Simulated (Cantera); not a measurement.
Feed: 1 mol Zr, 0.25 mol NH3, 230 mol H2, 7.8 mol O2, held at 2373 K and 22.0 Pa.

Cantera equilibrium calculation (NASA polynomials, part measured and part estimated; ideal gas, pure solids and liquids). Candidate condensed phases: H2O, Zr, ZrN, ZrO2; 28 gas species. The numbers say what is thermodynamically allowed, not how fast it happens.

Base state: H 0.580, H2 0.379, H2O 0.0263, O 0.00736, OH 0.00715, N2 0.000373, ZrO2 0.000222, O2 0.000212 (mole fractions); condensed: ZrO2(tetragonal).

Task: What changes in the equilibrium state with this change: temperature from 2373 K to 1523.15 K?

Result: 
```csv
species,before,after
H2,0.379,0.939
H2O,0.0263,0.0590
H,0.580,0.00151
ZrO2,0.000222,<1e-9
O,0.00736,4.05e-9
O2,0.000212,<1e-9
"ZrO2(tetragonal), mol",0.921,1.00
```

Task: What changes in the equilibrium state with this change: temperature from 2373 K to 2800 K?

Result: 
```csv
species,before,after
H,0.580,0.938
O,0.00736,0.0293
H2,0.379,0.0289
H2O,0.0263,0.000157
ZrO,1.78e-5,0.00158
OH,0.00715,0.00144
O2,0.000212,6.40e-5
ZrO2,0.000222,0.000578
"ZrO2(tetragonal), mol",0.921,0
```
